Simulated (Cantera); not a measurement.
A closed system holds: 1 mol B2H6, 3.6 mol H2, 0.16 mol N2, equilibrated at 1.33 mbar.

Cantera equilibrium calculation (NASA polynomials, part measured and part estimated; ideal gas, pure solids and liquids). Candidate condensed phases: B, BN; 15 gas species. The feed counts by its element totals alone. The tables' values for BH2 are old estimates; treat these amounts as uncertain. Rates play no part.

x: gas mole fraction; n: condensed amount in mol.

```json
[
 {"T (K)": "1973", "x H2": "0.940", "x H": "0.0358", "x B": "6.34e-5", "x N2": "0.0232", "n B(s)": "2.00", "n B(l)": "0"},
 {"T (K)": "2048", "x H2": "0.917", "x H": "(withheld)", "x B": "(withheld)", "x N2": "0.0230", "n B(s)": "1.99", "n B(l)": "0"},
 {"T (K)": "2123", "x H2": "0.884", "x H": "(withheld)", "x B": "(withheld)", "x N2": "0.0226", "n B(s)": "1.99", "n B(l)": "0"},
 {"T (K)": "2198", "x H2": "0.835", "x H": "0.139", "x B": "0.00200", "x N2": "0.0220", "n B(s)": "1.98", "n B(l)": "0"},
 {"T (K)": "2273", "x H2": "0.770", "x H": "0.202", "x B": "0.00540", "x N2": "0.0211", "n B(s)": "1.95", "n B(l)": "0"},
 {"T (K)": "2348", "x H2": "0.684", "x H": "0.280", "x B": "0.0137", "x N2": "0.0200", "n B(s)": "1.87", "n B(l)": "0"},
 {"T (K)": "2423", "x H2": "0.579", "x H": "0.370", "x B": "0.0303", "x N2": "0.0185", "n B(s)": "0", "n B(l)": "1.72"}
]
```

### Question
Fill in the missing entries.

### Answer

- 2048, x H: 0.0587
- 2048, x B: 0.000218
- 2123, x H: 0.0924
- 2123, x B: 0.000687
